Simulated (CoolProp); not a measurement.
Vapour-liquid equilibrium of carbon dioxide (1) + CH2F2 (R32) (2) at 265.4 K; x and y are mole fractions of (1).

Model: multi-fluid Helmholtz-energy mixture model, Span 1996 and Tillner-Roth 1997; pair parameters Bell 2016, in CoolProp.

```
x     bubble pressure, mixture model (MPa)  bubble pressure, Raoult's law (MPa)  y, mixture model  y, Raoult's law
----  ------------------------------------  -----------------------------------  ----------------  ---------------
0.05                                0.7333                               0.7391             0.166            0.191
0.15                                0.9443                               0.9584             0.396            0.442
0.25                                 1.158                                1.178             0.547            0.599
0.35                                 1.372                                1.397             0.654            0.707
0.45                                 1.586                                1.616             0.735            0.786
0.55                                 1.801                                1.836             0.798            0.846
0.65                                 2.017                                2.055             0.852            0.893
0.75                                 2.236                                2.274             0.898            0.931
0.85                                 2.462                                2.493             0.940            0.962
0.95                                 2.699                                2.713             0.980            0.988
```

The largest gap from Raoult's law is -1.9 % in bubble pressure, at x = 0.55. No azeotrope shows between x = 0.05 and 0.95.

Pair parameters are fitted to limited data, so mixtures are less certain than the pure fluids.
